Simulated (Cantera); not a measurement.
Charge: 1 mol CuO, 9.7 mol H2, 0.037 mol H2O, at 260 Pa.

Cantera equilibrium calculation (NASA polynomials, part measured and part estimated; ideal gas, pure solids and liquids). Candidate condensed phases: Cu, CuO, Cu(OH)2, Cu2O, H2O; 12 gas species. Kinetics and transport are ignored.

Which condensed phases are stable at each of these points (T (K)): 600, 800, 1000, 1200, 1400, 1600, 1800, 2000?


```json
[
 {"T (K)": "600", "condensed phases": "Cu(s)", "Cu condensed (%)": "100.0"},
 {"T (K)": "800", "condensed phases": "Cu(s)", "Cu condensed (%)": "100.0"},
 {"T (K)": "1000", "condensed phases": "Cu(s)", "Cu condensed (%)": "100.0"},
 {"T (K)": "1200", "condensed phases": "Cu(s)", "Cu condensed (%)": "100.0"},
 {"T (K)": "1400", "condensed phases": "Cu(l)", "Cu condensed (%)": "99.5"},
 {"T (K)": "1600", "condensed phases": "Cu(l)", "Cu condensed (%)": "84.8"},
 {"T (K)": "1800", "condensed phases": "gas only", "Cu condensed (%)": "0.0"},
 {"T (K)": "2000", "condensed phases": "gas only", "Cu condensed (%)": "0.0"}
]
```

From 600 K to 1200 K the condensed part is Cu(s). From 1400 K to 1600 K the condensed part is Cu(l). From 1800 K to 2000 K nothing is condensed.
